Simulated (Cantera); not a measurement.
Cantera run, input and output.

```python
import numpy as np
import cantera as ct

gas = ct.Solution("gri30.yaml")
gas.TPX = 1500, 1000000, {'CH3OH': 1, 'O2': 2.08, 'N2': 7.83}
reactor = ct.IdealGasConstPressureReactor(gas, energy="on", clone=False)
net = ct.ReactorNet([reactor])
net.rtol, net.atol = 1e-08, 1e-16
show = ['CH3OH', 'O2', 'H', 'C2H6', 'H2O2', 'NO']
times = np.geomspace(2e-06, 0.3, 11)

steps = ct.SolutionArray(gas, extra=["t"])
rows = []
print(f"{'t/s':>10s}{'T/K':>9s}{'P/Pa':>11s}" + "".join(f"{s:>11s}" for s in show))
for t in times:
    while net.time < t:
        t_next = net.step()
        steps.append(gas.state, t=t_next)
    rows.append([np.interp(t, steps.t, y) for y in (steps.T, steps.P, *steps(*show).X.T)])
    print(f"{t:10.3e}{rows[-1][0]:9.1f}{rows[-1][1]:11.4g}" + "".join(f"{x:11.3e}" for x in rows[-1][2:]))
rate = np.gradient(steps.T, steps.t)
print("integrator steps:", len(steps.t))
if steps.T.max() > steps.T[0] + 200:
    print(f"time of steepest temperature rise: {steps.t[rate.argmax()]:.4e} s")
gas.TPX = 1500, 1000000, {'CH3OH': 1, 'O2': 2.08, 'N2': 7.83}
gas.equilibrate("HP")
print(f"equilibrium (HP): T = {gas.T:.1f} K  " + "  ".join(f"{s} {gas[s].X[0]:.3e}" for s in show))
```

It prints:

```
       t/s      T/K       P/Pa      CH3OH         O2          H       C2H6       H2O2         NO
 2.000e-06   1500.0      1e+06  9.156e-02  1.906e-01  1.201e-07  1.870e-08  5.449e-07  1.605e-14
 6.586e-06   1500.2      1e+06  9.121e-02  1.903e-01  2.438e-07  1.087e-07  1.178e-05  7.896e-14
 2.169e-05   1511.6      1e+06  8.471e-02  1.866e-01  2.680e-06  1.960e-07  2.971e-04  2.166e-12
 7.143e-05   2742.8      1e+06  1.935e-16  5.281e-02  1.323e-03  2.961e-30  1.327e-06  8.374e-04
 2.352e-04   2738.0      1e+06  1.926e-16  5.122e-02  1.297e-03  2.960e-30  1.298e-06  4.190e-03
 7.746e-04   2728.6      1e+06  1.913e-16  4.816e-02  1.249e-03  2.954e-30  1.240e-06  1.065e-02
 2.551e-03   2723.4      1e+06  1.908e-16  4.648e-02  1.224e-03  2.951e-30  1.208e-06  1.422e-02
 8.400e-03   2723.2      1e+06  1.907e-16  4.642e-02  1.223e-03  2.951e-30  1.207e-06  1.433e-02
 2.766e-02   2723.2      1e+06  1.907e-16  4.642e-02  1.223e-03  2.951e-30  1.207e-06  1.433e-02
 9.110e-02   2723.2      1e+06  1.907e-16  4.642e-02  1.223e-03  2.951e-30  1.207e-06  1.433e-02
 3.000e-01   2723.2      1e+06  1.907e-16  4.642e-02  1.223e-03  2.951e-30  1.207e-06  1.433e-02
integrator steps: 1755
time of steepest temperature rise: 3.5537e-05 s
equilibrium (HP): T = 2723.2 K  CH3OH 1.989e-16  O2 4.642e-02  H 1.223e-03  C2H6 4.757e-30  H2O2 1.207e-06  NO 1.433e-02
```

Model: GRI-Mech 3.0 (53 species, 325 reactions), integrated in Cantera. GRI-Mech 3.0 was tuned for natural gas; its chemistry of methanol as a main component is partial and can be far from experiment.
